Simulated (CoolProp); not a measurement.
Saturation properties of 1-butene (Tc = 419.3 K, pc = 4.006 MPa, ω = 0.192).

Values from CoolProp's reference Helmholtz-energy equation of state, Lemmon 2005. It is a short technical equation, of lower accuracy than the large ones.

```tsv
T (K)	p (MPa)	liquid density (kg/m³)	vapour Z
275.4	0.1398	615.7	0.9476
281.7	0.1746	608.3	0.9392
288.1	0.2165	600.6	0.9297
294.5	0.2656	592.7	0.9194
300.9	0.3228	584.7	0.9082
307.2	0.3877	576.6	0.8962
313.6	0.4631	568.2	0.8830
320	0.5489	559.6	0.8687
326.3	0.6445	550.8	0.8536
332.7	0.7536	541.6	0.8372
```

It boils at 266.8 K under 1 atm.
